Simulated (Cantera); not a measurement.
# Ignition delay

Mixture: 4.14 % CH4, 0.373 % C2H6, 1.20 % C3H8, 19.3 % O2, 75.0 % N2, equivalence ratio 0.81, at 10.0 bar, adiabatic and at constant pressure. Ignition delay is the time to a rise of 400 K.

Detailed kinetics in Cantera: GRI-Mech 3.0 (53 species, 325 reactions). GRI-Mech 3.0 was tuned for natural gas; its chemistry of propane as a main component is partial and can be far from experiment.

```
T0 (K)  delay (ms)
------  ----------
1075          6.93
1125          3.38
1175          1.67
1225         0.825
1275         0.414
1325         0.213
```

```
Property                                                Result
--------------------------------------------------  ----------
apparent activation energy between 1225 and 1325 K  180 kJ/mol
```
